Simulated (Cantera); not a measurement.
**CF4 + H2 (fluorocarbon and chlorocarbon gases)**

A closed system holds: 1 mol CF4, a varied amount of H2, at 750 Torr.

These are equilibrium values from Cantera (NASA tables, ideal gas, pure condensed phases), not measurements of a reactor. Candidate condensed phases: C, C6H6, C7H8, C8H18; 95 gas species. Rates play no part.

Stable condensed phases:

```
T in K \ n(H2) in mol
         0.61  1.9  3.2  4.5  5.8  7.1  8.4
   1723     A    A    A    A    A    A    A
   1623     A    A    A    A    A    A    A
   1523     A    A    A    A    A    A    A
   1423     A    A    A    A    A    A    A
   1323     A    A    A    A    A    A    A
   1223     A    A    A    A    A    A    A
   1123     A    A    A    A    A    A    A
   1023     A    A    A    A    A    A    A
    923     A    A    A    A    A    A    A
    823     A    A    A    A    A    B    B
    723     A    A    A    A    B    B    B
    623     A    A    A    B    B    B    B
```

A: C; B: gas only.
